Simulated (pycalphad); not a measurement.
Computed with pycalphad from the COST 507 light-alloy database (1999), at 1 atm. These are 1990s assessments: newer ones move some temperatures and phases. Amounts are mole fractions of atoms. Kinetics are ignored, which matters at the lower temperatures.

Q: Give the equilibrium state of Al-0.52Mg-0.15Si (at.%) at 152 °C.

A: 
```
T = 425.00 K, P = 101325 Pa, N = 1 mol of atoms
G = -12755 J/mol, H = 3125 J/mol, S = 37.37 J/(mol K)  (SER reference)
chemical potentials (J/mol): Al -12629, Mg -28417, Si -42313
phase             fraction      x(Al)      x(Mg)      x(Si)
FCC_A1              0.9955     0.9978     0.0022   1.21e-09
MG2SI               0.0045       none     0.6667     0.3333
```

Q: Give the equilibrium state of Al-0.52Mg-0.15Si (at.%) at 652 °C.

A: fcc, fraction 0.801, with 0.36 Mg, 0.05 Si at.%; liquid, fraction 0.199, with 1.2 Mg, 0.54 Si at.%.

Database names, with the compositions (at.%) that they take in these runs: MG2SI: Mg 67 Si 33. FCC_A1 is fcc. An entry "none" or "no" means that the model of the phase leaves that element out.
